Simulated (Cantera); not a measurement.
**Pyrogenic steam for wet oxidation**

An isothermal, constant-pressure homogeneous reactor starts with H2 : O2 : N2 = 1.9 : 1 : 0.79 (molar parts), at 1248 K and 1.00 bar.

Cantera simulation using the H2/O2 subset of GRI-Mech 3.0, which has no nitrogen chemistry; the numbers are that mechanism's predictions, not measurements. The temperature is held fixed by assumption; the heat of reaction is taken as removed at once.

| t (s) | x H2 | x O2 | x HO2 | x H2O | x H | x O |
|---|---|---|---|---|---|---|
| 5.00e-5 | 0.0280 | 0.0321 | 9.55e-5 | 0.647 | 0.00665 | 0.00130 |
| 0.000123 | 0.00900 | 0.0224 | 5.87e-5 | 0.680 | 0.000696 | 0.000190 |
| 0.000302 | 0.00346 | 0.0198 | 3.79e-5 | 0.688 | 9.90e-5 | 3.35e-5 |
| 0.000743 | 0.00151 | 0.0189 | 2.26e-5 | 0.691 | 1.54e-5 | 5.47e-6 |
| 0.00183 | 0.000743 | 0.0186 | 1.25e-5 | 0.692 | 3.01e-6 | 1.03e-6 |
| 0.00449 | 0.000340 | 0.0184 | 6.06e-6 | 0.693 | 8.34e-7 | 3.11e-7 |
| 0.0110 | 9.48e-5 | 0.0183 | 1.81e-6 | 0.693 | 1.83e-7 | 1.06e-7 |
| 0.0272 | 8.59e-6 | 0.0182 | 1.74e-7 | 0.693 | 1.40e-8 | 4.28e-8 |
| 0.0668 | 3.66e-7 | 0.0182 | 1.49e-8 | 0.693 | 5.75e-10 | 2.13e-8 |
| 0.164 | 1.89e-7 | 0.0182 | 1.01e-8 | 0.693 | 2.43e-10 | 1.18e-8 |
| 0.404 | 1.72e-7 | 0.0182 | 9.48e-9 | 0.693 | 1.98e-10 | 9.23e-9 |
| 0.993 | 1.72e-7 | 0.0182 | 9.44e-9 | 0.693 | 1.95e-10 | 9.05e-9 |
| 2.44 | 1.72e-7 | 0.0182 | 9.44e-9 | 0.693 | 1.95e-10 | 9.05e-9 |
| 6.00 | 1.72e-7 | 0.0182 | 9.44e-9 | 0.693 | 1.95e-10 | 9.05e-9 |
x: mole fraction; the columns are a selection and need not sum to one.

Equilibrium at this temperature and pressure: H2 1.72e-7, O2 0.0182, HO2 9.44e-9, H2O 0.693, H 1.95e-10, O 9.05e-9 (gas phase only).
